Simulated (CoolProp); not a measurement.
c-C4F8 (RC318) along the isobar 3470 kPa: fugacity coefficient from the reference equation and from simpler models built on Tc = 388.4 K, pc = 2778 kPa, ω = 0.355; each cubic takes its own stable root.

The numbers come from the reference Helmholtz-energy equation of state, Platzer 1990 in CoolProp. This equation is an older, rougher fit; its heat capacities, sound speeds and derivatives of the liquid may be far off and weren't checked against measurements.

| T (K) | phase | reference | van der Waals | Redlich-Kwong | Soave-Redlich-Kwong |
|---|---|---|---|---|---|
| 380.3 | liquid | 0.5075 | 0.5656 | [?] | 0.5141 |
| 393.6 | supercritical | 0.5917 | 0.6143 | 0.5890 | 0.5954 |
| 406.9 | supercritical | 0.6577 | 0.6584 | 0.6427 | 0.6582 |
| 420.2 | supercritical | 0.7012 | 0.6930 | 0.6811 | 0.7021 |
| 433.5 | supercritical | 0.7359 | 0.7198 | 0.7119 | 0.7379 |
| 446.8 | supercritical | 0.7651 | 0.7426 | 0.7381 | 0.7685 |
| 460.1 | supercritical | [?] | 0.7625 | [?] | 0.7953 |
| 473.4 | supercritical | 0.8125 | 0.7802 | 0.7815 | 0.8188 |
| 486.7 | supercritical | 0.8322 | 0.7961 | 0.7997 | 0.8398 |
| 500 | supercritical | 0.8496 | 0.8104 | 0.8160 | 0.8585 |

Problem. What belongs in the gaps?

Solution. 
- 380.3, Redlich-Kwong: 0.5249
- 460.1, reference: 0.7904
- 460.1, Redlich-Kwong: 0.7611
